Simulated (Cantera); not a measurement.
A closed system holds: 1 mol CH2F2, 0.024 mol F2, held at 3.60 Pa.

Equilibrium computed with Cantera from the NASA thermochemical tables; the gas is ideal and each condensed phase is pure. Candidate condensed phases: C, C6H6, C7H8, C8H18; 95 gas species. Equilibrium is a limit: real reactors are often held back by kinetics, nucleation or transport. All values below are at 2950 K.

Base state: F 0.391, H 0.386, C 0.134, HF 0.0527, C3 0.0184, C2 0.0120, CF 0.00627, H2 0.000294 (mole fractions); condensed: gas only.

Task: What changes in the equilibrium state with this change: F2 from 0.024 to 1.7 mol?

Result: 
```csv
species,before,after
F,0.391,0.635
H,0.386,0.208
C,0.134,0.0915
C3,0.0184,0.00590
C2,0.0120,0.00563
HF,0.0527,0.0463
C2H,7.85e-5,1.99e-5
H2,0.000294,8.58e-5
```

Task: What changes in the equilibrium state with this change: CH2F2 replaced by CF4?

Result: 
```json
[
 {"species": "F", "before": "0.391", "after": "0.833"},
 {"species": "C", "before": "0.134", "after": "0.127"},
 {"species": "C3", "before": "0.0184", "after": "0.0158"},
 {"species": "H", "before": "0.386", "after": "0"},
 {"species": "HF", "before": "0.0527", "after": "0"},
 {"species": "CF", "before": "0.00627", "after": "0.0127"},
 {"species": "C2", "before": "0.0120", "after": "0.0109"},
 {"species": "H2", "before": "0.000294", "after": "0"},
 {"species": "C2H", "before": "7.85e-5", "after": "0"},
 {"species": "CF2", "before": "6.58e-6", "after": "2.84e-5"}
]
```
